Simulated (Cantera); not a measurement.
A diamond (100) surface in a fixed gas of H2 with x(CH4) = 0.0048, x(H) = 0.041, x(CH3) = 0.00096, at 1048 K; coverages are run to steady state.

Detailed kinetics in Cantera: the Harris–Goodwin 1993 mechanism for the reconstructed diamond (100) surface.

θ: site fractions in the mechanism's names (c6HH fully hydrogenated, c6H* and c6*H radical sites, c6** diradical, c6HM methylated).

```
P (Pa)  growth (µm/h)  θ c6HH  θ c6H*  θ c6*H  θ c6**   θ c6HM
------  -------------  ------  ------  ------  ------  -------
1100                …   0.546  0.0225   0.404  0.0133  0.00976
1600                …   0.546  0.0226   0.403  0.0133  0.00995
2200                …   0.546  0.0226   0.403  0.0133   0.0101
3000                …   0.546  0.0227   0.403  0.0133   0.0102
4100                …   0.546  0.0228   0.403  0.0134   0.0102
5700                …   0.546  0.0229   0.403  0.0134   0.0103
7800                …   0.546  0.0231   0.403  0.0134   0.0103
11000               …   0.546  0.0234   0.402  0.0135   0.0104
```

**Question.** Fill in the missing entries.

**Answer.** 
- 1100, growth (µm/h): 6.40
- 1600, growth (µm/h): 9.48
- 2200, growth (µm/h): 13.2
- 3000, growth (µm/h): 18.1
- 4100, growth (µm/h): 25.0
- 5700, growth (µm/h): 34.9
- 7800, growth (µm/h): 47.9
- 11000, growth (µm/h): 67.9
